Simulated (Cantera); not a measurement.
Input (Python, Cantera):

```python
import numpy as np
import cantera as ct

gas = ct.Solution("gri30.yaml", transport_model="multicomponent")
show = ['CO2', 'H2O', 'C2H2']

rows = []
print(f"{'T/K':>7s}{'rho':>11s}{'cp':>10s}{'mu':>11s}{'lambda':>11s}{'Pr':>7s}" + "".join(f"{'D_' + s:>11s}" for s in show))
for T in [400, 600, 800, 1000, 1200, 1400, 1600, 1800]:
    gas.TPX = T, 61000, {'CO2': 0.54, 'N2': 0.48, 'CH3OH': 0.2, 'CH4': 0.59}
    Pr = gas.cp_mass * gas.viscosity / gas.thermal_conductivity
    D = [gas.mix_diff_coeffs_mole[gas.species_index(s)] for s in show]
    rows.append([gas.density, gas.cp_mass, gas.viscosity, gas.thermal_conductivity, Pr, *D])
    print(f"{T:7g}{gas.density:11.4e}{gas.cp_mass:10.1f}{gas.viscosity:11.4e}"
          f"{gas.thermal_conductivity:11.4e}{Pr:7.3f}" + "".join(f"{d:11.4e}" for d in D))
print("SI units: kg/m3, J/kg/K, Pa s, W/m/K, m2/s")
```

Result:

```
    T/K        rho        cp         mu     lambda     Pr      D_CO2      D_H2O     D_C2H2
    400 5.3794e-01    1329.1 1.8249e-05 3.4796e-02  0.697 4.3323e-05 5.6585e-05 4.1705e-05
    600 3.5862e-01    1593.5 2.5275e-05 5.7574e-02  0.700 9.0116e-05 1.2349e-04 8.6695e-05
    800 2.6897e-01    1819.0 3.1344e-05 8.1560e-02  0.699 1.4917e-04 2.1044e-04 1.4343e-04
   1000 2.1517e-01    2004.8 3.6775e-05 1.0565e-01  0.698 2.1903e-04 3.1471e-04 2.1053e-04
   1200 1.7931e-01    2148.2 4.1747e-05 1.2877e-01  0.696 2.9874e-04 4.3450e-04 2.8707e-04
   1400 1.5370e-01    2262.7 4.6373e-05 1.5094e-01  0.695 3.8762e-04 5.6853e-04 3.7240e-04
   1600 1.3448e-01    2353.7 5.0728e-05 1.7206e-01  0.694 4.8516e-04 7.1586e-04 4.6603e-04
   1800 1.1954e-01    2426.3 5.4864e-05 1.9214e-01  0.693 5.9094e-04 8.7579e-04 5.6758e-04
SI units: kg/m3, J/kg/K, Pa s, W/m/K, m2/s
```

Detailed kinetics in Cantera: GRI-Mech 3.0 (53 species, 325 reactions). Polar gases are described roughly by these parameters. The composition is frozen, though it would react at the higher temperatures.
